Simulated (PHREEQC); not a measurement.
Sulfide liquor

Consider water at 20 °C with 0.00029 mol H2S and 0.00097 mol ZnCl2 per kg of water. Closed to the air; pH follows from the charge balance.

Model: ion-association model, wateq4f.dat, run in PHREEQC.

Precipitation was switched off in this run.

Question: Estimate the pH, ionic strength.

Answer: pH 3.62; ionic strength 0.00278 mol/kgw.

Question: In which forms is Zn present?

Answer: Zn+2 87 %, Zn(HS)2 13 % of the Zn.

Saturation is exceeded, for instance for ZnS(a), Sphalerite (slow to form); the values hold only as long as no solid forms. Complexes and solids missing from the database can't appear. The polysulfide entries of wateq4f.dat were taken out for this run.
